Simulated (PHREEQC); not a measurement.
Consider water at 20 °C with 0.0005 mol/kgw NaHSO4. Closed to the air; pH follows from the charge balance.

The numbers come from PHREEQC with the ion-association model, wateq4f.dat.

Precipitation was switched off in this run.

Predict the pH.

pH 3.33.

In which forms is S present?

SO4-2 96 %, HSO4- 3.4 % of the S.
